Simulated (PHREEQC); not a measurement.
Solution (20 °C): 55 mmol/kgw Cu(NO3)2. Closed to the air; pH follows from the charge balance.

Computed with PHREEQC (ion-association model, phreeqc.dat).

Precipitation was switched off in this run.

Predict the pH.

pH 4.42.

Complexes and solids missing from the database can't appear.
